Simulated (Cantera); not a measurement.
A closed system holds: 1 mol SiCl₄, 0.33 mol H₂, held at 500 K and 1.00 bar.

Equilibrium computed with Cantera from the NASA thermochemical tables; the gas is ideal and each condensed phase is pure. Candidate condensed phases: Si; 19 gas species. Kinetics and transport are ignored.

Base state: SiCl₄ 0.751, H₂ 0.248, HCl 0.000544, SiHCl₃ 0.000544 (mole fractions); condensed: gas only.

Question: What changes in the equilibrium state with this change: SiCl₄ replaced by Si?

Answer: 
| species | before | after |
|---|---|---|
| H₂ | 0.248 | 1.00 |
| SiCl₄ | 0.751 | 0 |
| HCl | 0.000544 | 0 |
| SiHCl₃ | 0.000544 | 0 |
| Si(s), mol | 0 | 1.00 |

Question: What changes in the equilibrium state with this change: 0.2 mol N₂ added?

Answer: 
| species | before | after |
|---|---|---|
| SiCl₄ | 0.751 | 0.743 |
| N₂ | 0 | 0.0969 |
| H₂ | 0.248 | 0.0803 |
| HCl | 0.000544 | 0.0778 |
| NH₃ | 0 | 0.00225 |
| SiHCl₃ | 0.000544 | 1.22e-6 |
| NH₄Cl(s), mol | 0 | 0.0863 |
| Si₃N₄(s), mol | 0 | 0.0155 |
N₂ is the only nitrogen source here; it is nearly inert below about 1500 K, so the nitride shown seldom forms there in practice. Further candidate phases: NH₄Cl, Si₃N₄.
